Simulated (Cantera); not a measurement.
# Chemical vapour transport: PbO + H2O + O2

A closed system holds: 1 mol PbO, 1.8 mol H2O, 1.7 mol O2, held at 1.00 bar.

Cantera equilibrium calculation (NASA polynomials, part measured and part estimated; ideal gas, pure solids and liquids). Candidate condensed phases: H2O, Pb, PbO, PbO2, Pb3O4; 12 gas species. Gases not in the tables: (PbO)n polymers. The numbers say what is thermodynamically allowed, not how fast it happens.

```csv
T (K),log p H2O,log p O2,log p PbO,log p Pb,log p OH,log p O,log p H2,n PbO(yellow),n PbO(l)
773,-0.29,-0.31,-10.79,<-12,-8.98,<-12,<-12,1.00,0
848,-0.29,-0.31,-9.12,<-12,-8.01,<-12,<-12,1.00,0
923,-0.29,-0.31,-7.72,<-12,-7.20,-11.06,-11.27,1.00,0
998,-0.29,-0.31,-6.55,-10.90,-6.51,-9.99,-10.22,1.000,0
1073,-0.29,-0.31,-5.54,-9.43,-5.92,-9.06,-9.31,1.000,0
1148,-0.29,-0.31,-4.66,-8.16,-5.40,-8.26,-8.52,1.000,0
1223,-0.29,-0.31,-3.96,-7.11,-4.94,-7.55,-7.82,0,1.000
1298,-0.29,-0.31,-3.36,-6.19,-4.54,-6.92,-7.21,0,0.998
1373,-0.29,-0.31,-2.83,-5.38,-4.19,-6.37,-6.66,0,0.995
1448,-0.29,-0.32,-2.35,-4.66,-3.87,-5.87,-6.17,0,0.984
1523,-0.29,-0.32,-1.93,-4.01,-3.58,-5.42,-5.73,0,0.958
1598,-0.30,-0.33,-1.55,-3.42,-3.32,-5.01,-5.33,0,0.897
1673,-0.32,-0.34,-1.21,-2.88,-3.10,-4.65,-4.97,0,0.762
1748,-0.35,-0.37,-0.89,-2.39,-2.90,-4.32,-4.65,0,0.467
```
log p: log10 of the partial pressure in bar; n: condensed amount in mol.

From 773 K to 1148 K the condensed part is PbO(yellow). From 1223 K to 1748 K the condensed part is PbO(l).
